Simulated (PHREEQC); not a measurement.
# Copper plating or etch bath: speciation

Dissolve 0.0028 mol Cu(NO3)2, 3.8e-05 mol HCl and 0.002 mol FeCl3 per kg of water at 10 °C. Closed to the air; pH follows from the charge balance.

Equilibrium calculation in PHREEQC: ion-association model, wateq4f.dat.

Each row changes one thing in this solution. Precipitation was switched off in this run.

```tsv
case	pH	ionic strength (mol/kgw)
as made	2.90	0.0183
FeCl3 replaced by MnCl2 at the same molality	4.46	0.0144
Cu(NO3)2 replaced by Sr(NO3)2 at the same molality	2.90	0.0183
diluted 5-fold with water	3.38	0.00333
Cu(NO3)2 from 0.0028 to 0.028 mol/kgw	2.92	0.0943
diluted 10-fold with water	3.60	0.00160
```

Species that the database lacks are ignored. Some of these states are supersaturated (in Hematite (slow to form), Goethite (slow to form), for instance). At this temperature some constants are extrapolated from 25 °C, and those without enthalpy data are left unchanged.
